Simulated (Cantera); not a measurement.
Source: NASA polynomial tables (part measured, part estimated), evaluated in Cantera. Values are per mole of reaction as written; species without (g) are pure solids or liquids, kept so even where they would boil at 1 bar.

Zr + 2 OH(g) → H₂(g) + ZrO₂(g)

| T (K) | ΔH° (kJ) | ΔS° (J/K) | ΔG° (kJ) | log10 K |
|---|---|---|---|---|
| 1150 | -373.4 | -12.8 | -358.6 | 16.29 |
| 1200 | (withheld) | (withheld) | (withheld) | (withheld) |
| 1250 | -373.8 | -13.2 | -357.3 | 14.93 |
| 1300 | -374.0 | -13.4 | -356.6 | 14.33 |
| 1350 | -374.2 | -13.5 | -356.0 | 13.77 |
| 1400 | (withheld) | (withheld) | (withheld) | (withheld) |
| 1450 | -374.8 | -13.9 | -354.6 | 12.77 |
| 1500 | -375.1 | -14.1 | -353.9 | 12.32 |
| 1550 | -375.4 | -14.3 | -353.2 | 11.90 |
| 1600 | (withheld) | (withheld) | (withheld) | (withheld) |
| 1650 | -376.1 | -14.8 | -351.7 | 11.13 |

Complete the blanks.


- 1200, ΔH° (kJ): -373.6
- 1200, ΔS° (J/K): -13.0
- 1200, ΔG° (kJ): -357.9
- 1200, log10 K: 15.58
- 1400, ΔH° (kJ): -374.5
- 1400, ΔS° (J/K): -13.7
- 1400, ΔG° (kJ): -355.3
- 1400, log10 K: 13.26
- 1600, ΔH° (kJ): -375.8
- 1600, ΔS° (J/K): -14.6
- 1600, ΔG° (kJ): -352.4
- 1600, log10 K: 11.51
